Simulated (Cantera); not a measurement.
A closed system holds: 1 mol S, 0.35 mol H2, equilibrated at 10.0 mbar.

These are equilibrium values from Cantera (NASA tables, ideal gas, pure condensed phases), not measurements of a reactor. Candidate condensed phases: S; 7 gas species. The numbers say what is thermodynamically allowed, not how fast it happens. All values below are at 2250 K.

Base state: S2 0.476, H2 0.333, S 0.0942, SH 0.0466, H 0.0429, H2S 0.00741 (mole fractions); condensed: gas only.

What changes in the equilibrium state with this change: pressure from 10.0 mbar to 2.30 mbar?


```csv
species,before,after
S2,0.476,0.400
H2,0.333,0.293
S,0.0942,0.180
H,0.0429,0.0839
SH,0.0466,0.0401
H2S,0.00741,0.00287
```

What changes in the equilibrium state with this change: H2 from 0.35 to 0.05 mol?


```csv
species,before,after
S2,0.476,0.773
S,0.0942,0.120
H2,0.333,0.0611
H,0.0429,0.0184
SH,0.0466,0.0254
H2S,0.00741,0.00173
```
